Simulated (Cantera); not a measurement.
Input: 1 mol Ca(OH)2, 0.043 mol C, 0.56 mol CO2, equilibrated at 1975 K and 0.0100 bar.

Method: chemical equilibrium by Gibbs-energy minimisation in Cantera with the NASA 1993 tables (ideal gas, pure condensed phases). Rates play no part.

| species | before | after |
|---|---|---|
| H2O | 0.595 | 0.857 |
| H2 | 0.0192 | 0.143 |
| CO2 | 0.325 | 6.04e-6 |
| CO | 0.0471 | 3.47e-8 |
| Ca(OH)2 | 4.98e-5 | <1e-9 |
| OH | 0.00560 | <1e-9 |
| O2 | 0.00546 | <1e-9 |
| H | 0.00190 | <1e-9 |
| O | 0.000407 | <1e-9 |
| CaO(s), mol | 1.000 | 0 |
| CaCO3(calcite), mol | 0 | 0.603 |
| Ca(OH)2(s), mol | 0 | 0.397 |
Gas species are given as mole fractions.

### Question
What was changed between the two runs?
A. temperature from 1975 K to 598 K
B. temperature from 1975 K to 1148.15 K
C. temperature from 1975 K to 1398.15 K
D. CO2 from 0.56 to 0.19 mol

### Answer
A, temperature from 1975 K to 598 K
